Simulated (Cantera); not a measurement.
An isothermal, constant-pressure homogeneous reactor starts with 33.3 % CH4, 66.7 % H2, at 1525 K and 0.00355 atm.

Model: GRI-Mech 3.0 (53 species, 325 reactions), integrated in Cantera. GRI-Mech 3.0 stops at C3 and has no aromatics, soot or wall deposition, so with more carbon than oxygen in the feed, carbon stays in small species such as C2H2 where larger ones or solid carbon would form. Radical loss at walls, strong at low pressure, is not modelled.

x: mole fraction; the columns are a selection and need not sum to one.

| t (s) | x CH4 | x H2 | x C2H6 | x CH3 | x C2H2 |
|---|---|---|---|---|---|
| 1.00e-6 | 0.333 | 0.667 | <1e-12 | 1.48e-9 | <1e-12 |
| 6.99e-6 | 0.333 | 0.667 | <1e-12 | 1.10e-8 | <1e-12 |
| 4.89e-5 | 0.333 | 0.667 | <1e-12 | 9.78e-8 | <1e-12 |
| 0.000342 | 0.333 | 0.667 | <1e-12 | 8.66e-7 | <1e-12 |
| 0.00239 | 0.333 | 0.667 | 1.25e-10 | 6.31e-6 | <1e-12 |
| 0.0167 | 0.333 | 0.667 | [?] | 4.44e-5 | 4.23e-10 |
| 0.117 | 0.333 | 0.667 | [?] | 0.000307 | 1.80e-6 |
| 0.818 | 0.312 | 0.679 | [?] | 0.00121 | 0.00486 |
| 5.72 | 0.179 | 0.762 | [?] | 0.000779 | 0.0563 |
| 40.0 | 0.0332 | 0.854 | [?] | 0.000213 | 0.112 |

What belongs in the gaps?


- 0.0167, x C2H6: 3.83e-8
- 0.117, x C2H6: 5.33e-6
- 0.818, x C2H6: 7.15e-5
- 5.72, x C2H6: 2.77e-5
- 40.0, x C2H6: 1.61e-6
